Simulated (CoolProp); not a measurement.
The numbers come from the reference Helmholtz-energy equation of state, Platzer 1990 in CoolProp. This equation is an older, rougher fit.

### Question
For CF4 (R14), give the phase and the cv (kJ/(kg K)), conductivity (mW/(m K)) at 180.3 K and 0.018 MPa.

### Answer
- 180.3 K and 0.018 MPa: gas; cv 0.410, conductivity 7.35

Thermal conductivity comes from a separate model (Huber 2003), an estimate that may be off by 10 % or more.
